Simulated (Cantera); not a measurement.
Feed: 1 mol C₃H₆, a varied amount of CO₂, 1.7 mol N₂, held at 2200 °C and 7.50 Torr.

Equilibrium computed with Cantera from the NASA thermochemical tables; the gas is ideal and each condensed phase is pure. Candidate condensed phases: C, C₆H₆, C₇H₈, C₈H₁₈, H₂O; 136 gas species. Rates play no part.

Task: Which condensed phases are stable at each of these points (n(CO₂) (mol)): 0.18, 0.31, 0.52, 0.87, 1.5, 2.5, 4.2?

Result: 
```json
[
 {"n(CO₂) (mol)": "0.18", "condensed phases": "C(graphite)", "C condensed (%)": "82.4"},
 {"n(CO₂) (mol)": "0.31", "condensed phases": "C(graphite)", "C condensed (%)": "75.2"},
 {"n(CO₂) (mol)": "0.52", "condensed phases": "C(graphite)", "C condensed (%)": "64.8"},
 {"n(CO₂) (mol)": "0.87", "condensed phases": "C(graphite)", "C condensed (%)": "49.9"},
 {"n(CO₂) (mol)": "1.5", "condensed phases": "C(graphite)", "C condensed (%)": "28.9"},
 {"n(CO₂) (mol)": "2.5", "condensed phases": "C(graphite)", "C condensed (%)": "5.5"},
 {"n(CO₂) (mol)": "4.2", "condensed phases": "gas only", "C condensed (%)": "0.0"}
]
```

From 0.18 mol CO₂ to 2.5 mol CO₂ the condensed part is C(graphite). At 4.2 mol CO₂ nothing is condensed.
